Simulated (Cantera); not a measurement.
## BCl₃ + H₂ (boron, boron nitride and boron oxide)

A closed system holds: 1 mol BCl₃, 36 mol H₂, equilibrated at 775 K and 46.5 Torr.

Method: chemical equilibrium by Gibbs-energy minimisation in Cantera with the NASA 1993 tables (ideal gas, pure condensed phases). Candidate condensed phases: B; 13 gas species. Gases not in the tables: BHCl₂. The numbers say what is thermodynamically allowed, not how fast it happens.

```
Quantity        Value
----------  ---------
x(H₂)           0.963
x(BCl₃)        0.0222
x(HCl)         0.0144
n(B(s))     0.178 mol
gas amount  37.09 mol
```
